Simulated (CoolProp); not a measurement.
Computed with CoolProp (reference Helmholtz-energy equation of state, Schmidt 1985).

Q: For oxygen, give the phase and the Z, isothermal compressibility (1/MPa), Prandtl number at 145.4 K and 1460 kPa; 145.4 K and 2270 kPa.

A: 
- 145.4 K and 1460 kPa: gas; Z 0.872, isothermal compressibility 0.798, Prandtl number 0.866
- 145.4 K and 2270 kPa: gas; Z 0.785, isothermal compressibility 0.593, Prandtl number 0.995

Viscosity comes from a separate model (Lemmon 2004). Thermal conductivity comes from a separate model (Lemmon 2004).
